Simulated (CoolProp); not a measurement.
Vapour-liquid equilibrium of carbon dioxide (1) + propylene (2) at -9.35 °C; x and y are mole fractions of (1).

The numbers come from the multi-fluid Helmholtz-energy mixture model, Span 1996 and Lemmon 2013; pair parameters Bell 2016 in CoolProp.

Problem. Give the bubble pressure and the first vapour's composition at x = 0.2, 0.65, 0.95. Is there an azeotrope?

Solution. x = 0.2: 1103 kPa, y = 0.630; x = 0.65: 2081 kPa, y = 0.865; x = 0.95: 2606 kPa, y = 0.975. No azeotrope shows between x = 0.05 and 0.95.

The pair parameters rest on a limited set of measurements; away from them the model extrapolates.
